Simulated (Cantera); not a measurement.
An isothermal, constant-pressure homogeneous reactor starts with CH₄ : H₂ : N₂ = 1 : 1.3 : 0.0065 (molar parts), at 1950 K and 0.987 atm.

Model: GRI-Mech 3.0 (53 species, 325 reactions), integrated in Cantera. GRI-Mech 3.0 stops at C3 and has no aromatics, soot or wall deposition, so with more carbon than oxygen in the feed, carbon stays in small species such as C2H2 where larger ones or solid carbon would form.

x: mole fraction; the columns are a selection and need not sum to one.

| t (s) | x CH₄ | x H₂ | x CH₃ | x C₂H₆ | x H | x C₂H₂ |
|---|---|---|---|---|---|---|
| 2.00e-6 | 0.433 | 0.564 | 0.000837 | 2.23e-6 | 6.40e-5 | 4.13e-9 |
| 6.37e-6 | 0.430 | 0.564 | 0.00255 | 5.73e-5 | 0.000180 | 8.49e-7 |
| 2.03e-5 | 0.420 | 0.568 | ___ | ___ | ___ | ___ |
| 6.47e-5 | ___ | 0.594 | ___ | ___ | ___ | ___ |
| 0.000206 | 0.274 | 0.662 | 0.00590 | 0.000636 | 0.000743 | 0.0445 |
| 0.000658 | 0.150 | 0.745 | 0.00336 | 0.000199 | 0.000855 | 0.0944 |
| 0.00210 | 0.0621 | 0.804 | 0.00146 | 3.64e-5 | 0.000962 | 0.128 |
| 0.00668 | 0.0216 | 0.831 | 0.000530 | 4.82e-6 | 0.00103 | 0.142 |
| 0.0213 | 0.00843 | 0.840 | 0.000210 | 9.19e-7 | 0.00105 | 0.147 |
| 0.0678 | 0.00618 | 0.842 | 0.000154 | 5.90e-7 | 0.00106 | 0.148 |
| 0.216 | 0.00615 | 0.842 | 0.000153 | 5.86e-7 | 0.00106 | 0.148 |
| 0.689 | 0.00615 | 0.842 | 0.000153 | 5.86e-7 | 0.00106 | 0.148 |
| 2.20 | 0.00615 | 0.842 | 0.000153 | 5.86e-7 | 0.00106 | 0.148 |
| 7.00 | 0.00615 | 0.842 | 0.000153 | 5.86e-7 | 0.00106 | 0.148 |

Question: Complete the blanks.

Answer: 
- 2.03e-5, x CH₃: 0.00624
- 2.03e-5, x C₂H₆: 0.000642
- 2.03e-5, x H: 0.000449
- 2.03e-5, x C₂H₂: 0.000142
- 6.47e-5, x CH₄: 0.376
- 6.47e-5, x CH₃: 0.00796
- 6.47e-5, x C₂H₆: 0.00118
- 6.47e-5, x H: 0.000667
- 6.47e-5, x C₂H₂: 0.00682
